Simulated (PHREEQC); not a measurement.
Consider water at 30 °C with 120 mmol/kgw HCl and 2.9 mmol/kgw ZnSO4. Closed to the air; pH follows from the charge balance.

Computed with PHREEQC (ion-association model, wateq4f.dat).

This is a speciation only: nothing precipitates in the calculation.

Question: Order these S species by the share of S that they hold, largest first: ZnSO4, SO4-2, HSO4-.

Answer: HSO4- (81 %), SO4-2 (17 %), ZnSO4 (1.3 %)

Question: Order these Zn species by the share of Zn that they hold, largest first: ZnCl2, Zn+2, ZnCl3-, ZnCl+, ZnSO4.

Answer: Zn+2 (85 %), ZnCl+ (13 %), ZnSO4 (1.3 %), ZnCl2 (0.87 %), ZnCl3- (0.12 %)

The pH is 1.02 and the ionic strength 0.126 mol/kgw.
